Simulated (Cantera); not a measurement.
An isothermal, constant-pressure homogeneous reactor starts with CH4 : N2 = 1 : 10 (molar parts), at 1050 K and 20.0 Torr. Integrator tolerance rtol = 1e-08.

Cantera simulation using GRI-Mech 3.0 (53 species, 325 reactions); the numbers are that mechanism's predictions, not measurements. GRI-Mech 3.0 stops at C3 and has no aromatics, soot or wall deposition, so with more carbon than oxygen in the feed, carbon stays in small species such as C2H2 where larger ones or solid carbon would form. Radical loss at walls, strong at low pressure, is not modelled.

Problem. What does this change do: temperature 1050 to 1998 K?

Solution. 
```tsv
quantity	before	after
x(CH4) at 2.00 s	0.0909 (gas-phase equilibrium 0.0393)	8.67e-7 (gas-phase equilibrium 1.81e-6)
x(HCN) at 2.00 s	<1e-12 (gas-phase equilibrium 0.0243)	0.000207 (gas-phase equilibrium 0.0624)
x(CH2) at 2.00 s	<1e-12 (gas-phase equilibrium <1e-12)	1.76e-8 (gas-phase equilibrium 3.66e-8)
x(C2H4) at 2.00 s	<1e-12 (gas-phase equilibrium 0.00281)	9.21e-7 (gas-phase equilibrium 2.30e-7)
x(C2H6) at 2.00 s	1.07e-11 (gas-phase equilibrium 6.06e-6)	<1e-12 (gas-phase equilibrium <1e-12)
x(CH3) at 2.00 s	5.19e-9 (gas-phase equilibrium 1.34e-7)	4.82e-7 (gas-phase equilibrium 1.00e-6)
```

Problem. What does this change do: temperature 1050 to 1800 K?

Solution. 
```csv
quantity,before,after
x(CH4) at 2.00 s,0.0909 (gas-phase equilibrium 0.0393),0.000150 (gas-phase equilibrium 7.33e-6)
x(HCN) at 2.00 s,<1e-12 (gas-phase equilibrium 0.0243),3.85e-5 (gas-phase equilibrium 0.0598)
x(CH2) at 2.00 s,<1e-12 (gas-phase equilibrium <1e-12),1.26e-7 (gas-phase equilibrium 6.51e-9)
x(C2H4) at 2.00 s,<1e-12 (gas-phase equilibrium 0.00281),3.27e-6 (gas-phase equilibrium 9.06e-7)
x(C2H6) at 2.00 s,1.07e-11 (gas-phase equilibrium 6.06e-6),1.09e-9 (gas-phase equilibrium 3.89e-12)
x(CH3) at 2.00 s,5.19e-9 (gas-phase equilibrium 1.34e-7),1.85e-5 (gas-phase equilibrium 9.24e-7)
```

Problem. What does this change do: temperature 1050 to 1600 K?

Solution. 
| quantity | before | after |
|---|---|---|
| x(CH4) at 2.00 s | 0.0909 (gas-phase equilibrium 0.0393) | 0.0142 (gas-phase equilibrium 4.23e-5) |
| x(HCN) at 2.00 s | <1e-12 (gas-phase equilibrium 0.0243) | 5.47e-7 (gas-phase equilibrium 0.0561) |
| x(CH2) at 2.00 s | <1e-12 (gas-phase equilibrium <1e-12) | 1.05e-7 (gas-phase equilibrium 7.21e-10) |
| x(C2H4) at 2.00 s | <1e-12 (gas-phase equilibrium 0.00281) | 0.000100 (gas-phase equilibrium 4.99e-6) |
| x(C2H6) at 2.00 s | 1.07e-11 (gas-phase equilibrium 6.06e-6) | 2.69e-6 (gas-phase equilibrium 7.02e-11) |
| x(CH3) at 2.00 s | 5.19e-9 (gas-phase equilibrium 1.34e-7) | 0.000186 (gas-phase equilibrium 8.14e-7) |
